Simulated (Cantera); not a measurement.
Feed: 1 mol B₂O₃, 19 mol HF, held at 37.0 Pa.

These are equilibrium values from Cantera (NASA tables, ideal gas, pure condensed phases), not measurements of a reactor. Candidate condensed phases: B, B₂O₃, B₃O₃H₃, H₂O; 43 gas species. Rates play no part. All values below are at 1327 °C.

Base state: HF 0.850, BOF 0.0966, H₂O 0.0486, HBO₂ 0.00197, BF₃ 0.00149, H₂ 0.000850, O₂ 0.000388, OH 0.000184 (mole fractions); condensed: gas only.

**Question.** What changes in the equilibrium state with this change: pressure from 37.0 Pa to 12.0 Pa?

**Answer.** 
```tsv
species	before	after
HF	0.850	0.851
BOF	0.0966	0.0975
H₂O	0.0486	0.0471
BF₃	0.00149	0.000505
O	1.49e-5	3.13e-5
H	8.24e-5	0.000172
```

**Question.** What changes in the equilibrium state with this change: HF from 19 to 1.1 mol?

**Answer.** 
| species | before | after |
|---|---|---|
| BOF | 0.0966 | 0.484 |
| HBO₂ | 0.00197 | 0.329 |
| H₂O | 0.0486 | 0.0756 |
| HF | 0.850 | 0.0396 |
| B₂O₃ | 3.81e-6 | 0.0685 |
| BF₃ | 0.00149 | 1.04e-5 |
| BO | 7.41e-8 | 1.01e-5 |
| BO₂ | 9.17e-6 | 0.00120 |
